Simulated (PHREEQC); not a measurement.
0.036 g of hydrous ferric oxide (600 m²/g; 0.2 weak and 0.005 strong sites per Fe, Dzombak-Morel constants, diffuse double layer) in 1 kg of water with 0.001 mol/kgw of an inert sodium salt and 0.00025 mmol/kgw NaF, at 25 °C; the pH is set by adding NaOH or the inert anion's acid. Oxygen is held at 0.21 atm. CO2 from the air is kept out. Nothing may precipitate in this run.

The numbers come from PHREEQC with the ion-association model, wateq4f.dat.

| pH | F sorbed (%) | surface charge σ (C/m²) | surface potential ψ (mV) |
|---|---|---|---|
| 3 | 89.4 | 0.252 | 234 |
| 3.5 | 91.8 | 0.173 | 225 |
| 4 | 89.1 | 0.117 | 210 |
| 4.5 | 81.2 | 0.078 | 191 |
| 5 | 65.6 | 0.050 | 169 |
| 5.5 | 42.9 | 0.031 | 145 |
| 6 | 21.5 | 0.019 | 119 |
| 6.5 | 8.7 | 0.011 | 92 |
| 7 | 3.1 | 0.006 | 64 |
| 7.5 | 1.0 | 0.003 | 35 |
| 8 | 0.3 | 0.000 | 6 |
| 8.5 | 0.1 | -0.002 | -23 |
| 9 | 0.0 | -0.004 | -51 |
| 9.5 | 0.0 | -0.008 | -80 |
| 10 | 0.0 | -0.015 | -107 |
| 10.5 | 0.0 | -0.028 | -133 |
| 11 | 0.0 | -0.054 | -155 |

The oxide is taken as insoluble; below pH 4 it would dissolve.
